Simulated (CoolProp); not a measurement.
R1234ze(E) at several states: Z from the reference equation and from simpler models built on Tc = 382.5 K, pc = 36.35 bar, ω = 0.313; each cubic takes its own stable root.

Computed with CoolProp (reference Helmholtz-energy equation of state, Thol 2016).

```json
[
 {"T (K)": "401.4", "p (bar)": "3.23", "phase": "gas", "reference": "0.9730", "Redlich-Kwong": "0.9733", "Peng-Robinson": "0.9708"},
 {"T (K)": "244.8", "p (bar)": "78.4", "phase": "liquid", "reference": "0.3286", "Redlich-Kwong": "0.3730", "Peng-Robinson": "0.3202"},
 {"T (K)": "334.4", "p (bar)": "1.85", "phase": "gas", "reference": "0.9708", "Redlich-Kwong": "0.9741", "Peng-Robinson": "0.9701"},
 {"T (K)": "285.7", "p (bar)": "1.56", "phase": "gas", "reference": "0.9570", "Redlich-Kwong": "0.9660", "Peng-Robinson": "0.9597"}
]
```
